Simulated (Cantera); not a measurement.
Cantera run:

```python
import numpy as np
import cantera as ct

gas_names = [...]  # 87 gases of nasa_gas.yaml made of C, H, Si
cond_names = """
    C(gr) C6H6(L) C7H8(L) C8H18(L),n-octa Si(cr) Si(L) SiC(b)
""".split()


# ... load() reads the species with a 1 bar reference pressure and builds the phases ...
atoms = {
    'SiC': {'Si': 1, 'C': 1},
    'Si': {'Si': 1},
    'H2': {'H': 2},
}
top_T = {'C(gr)': 4500, 'SiC(b)': 3050}  # K; cautious upper limits of use, not melting points


# ... equilibrate(T, P, feed) seeds the gas with the atoms and calls Mixture.equilibrate('TP', solver="vcs", rtol=1e-11, max_steps=5000) ...
results = []
feed = {'SiC': 1, 'Si': 0.097, 'H2': 0.016}  # mol
T = 2425  # K
for P in [1, 10, 100, 1000, 10000, 100000, 1000000]:
    mix = equilibrate(T, P, feed)
    results.append((T, P, feed, dict(zip(mix.species_names, mix.species_moles))))

top = {s: max(r[3][s] / sum(r[3][g] for g in gas_names) for r in results) for s in gas_names}
cols = sorted((s for s in top if top[s] > 0.001), key=lambda s: -top[s])[:6]
seen = [c for c in cond_names if any(r[3].get(c, 0) > 1e-12 for r in results)]
print("log10 of partial pressures in bar; condensed amounts in mol")
print(f"{'P/Pa':>10s}" + "".join(f"{s[:9]:>10s}" for s in cols + seen))
for T, P, feed, n in results:
    ng = sum(n[g] for g in gas_names)
    print(f"{P:10.4g}" + "".join(f"{np.log10(max(n[s] / ng * P / 1e5, 1e-99)):10.3f}" for s in cols)
          + "".join(f"{n.get(c, 0):10.4g}" for c in seen))
```

Output:

```
log10 of partial pressures in bar; condensed amounts in mol
      P/Pa        H2        Si      SiC2         H      Si2C        C3     C(gr)     Si(L)    SiC(b)
         1    -9.621    -5.105    -5.788    -6.558    -7.867    -6.827    0.5608         0         0
        10    -7.607    -4.102    -4.785    -5.551    -5.861    -6.827    0.6125         0         0
       100    -4.333    -3.181    -4.051    -3.914    -4.112    -7.107         0         0    0.9622
      1000    -2.257    -2.575    -4.657    -2.876    -3.506    -8.925         0   0.08886    0.9991
     1e+04    -1.040    -2.575    -4.657    -2.267    -3.506    -8.925         0   0.09643    0.9999
     1e+05    -0.010    -2.575    -4.657    -1.752    -3.506    -8.925         0   0.09694         1
     1e+06     0.997    -2.575    -4.657    -1.249    -3.506    -8.925         0   0.09699         1
```

Equilibrium computed with Cantera from the NASA thermochemical tables; the gas is ideal and each condensed phase is pure. Mutual solubility and eutectic melting of coexisting phases are not modelled. Gases not in the tables: Si2H6 and higher silanes.
